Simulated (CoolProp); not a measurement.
Saturation properties of CH2F2 (R32) (Tc = 351.3 K, pc = 57.83 bar, ω = 0.277).

Model: reference Helmholtz-energy equation of state, Tillner-Roth 1997, in CoolProp.

```tsv
T (K)	p (bar)	liquid density (kg/m³)	vapour density (kg/m³)	liquid cp (kJ/(kg K))	liquid viscosity (µPa s)
232.7	1.738	1181	4.968	1.607	257
237	___	1169	5.958	1.616	242
241.2	2.521	___	7.070	___	229
245.4	2.998	1144	8.340	1.637	217
249.7	3.555	1131	___	1.650	205
253.9	4.174	1118	11.47	1.663	194
258.2	4.890	1105	13.37	1.678	___
262.4	5.676	1091	15.47	1.695	174
266.7	6.578	1077	___	1.713	165
270.9	7.561	1063	20.54	1.733	157
275.1	8.651	1048	23.51	1.756	149
279.4	9.887	1033	26.92	1.781	___
283.6	11.22	1018	30.65	1.809	134
287.9	12.72	1002	34.93	___	127
292.1	14.32	985.5	39.60	1.876	120
```

Task: Some entries are withheld; supply them.

Result: 
- 237, p (bar): 2.106
- 241.2, liquid density (kg/m³): 1157
- 241.2, liquid cp (kJ/(kg K)): 1.626
- 249.7, vapour density (kg/m³): 9.822
- 258.2, liquid viscosity (µPa s): 184
- 266.7, vapour density (kg/m³): 17.89
- 279.4, liquid viscosity (µPa s): 141
- 287.9, liquid cp (kJ/(kg K)): 1.841

It boils at 221.5 K under 1 atm.

Viscosity comes from a separate model (Bell 2016), an estimate that may be off by 10 % or more.
